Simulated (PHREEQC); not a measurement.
0.79 g of hydrous ferric oxide (600 m²/g; 0.2 weak and 0.005 strong sites per Fe, Dzombak-Morel constants, diffuse double layer) in 1 kg of water with 0.001 mol/kgw of an inert sodium salt, at 25 °C; the pH is set by adding NaOH or the inert anion's acid. Oxygen alone is held at its pressure in air (log pO2 = -0.68). The system is closed to CO2. No solid was allowed to form.

Model: ion-association model, wateq4f.dat, run in PHREEQC.

**Question.** Predict surface charge σ (C/m²) at pH = 7, 8, 8.5, 9.

**Answer.** 
| pH | surface charge σ (C/m²) |
|---|---|
| 7 | 0.006 |
| 8 | 0.000 |
| 8.5 | -0.002 |
| 9 | -0.004 |
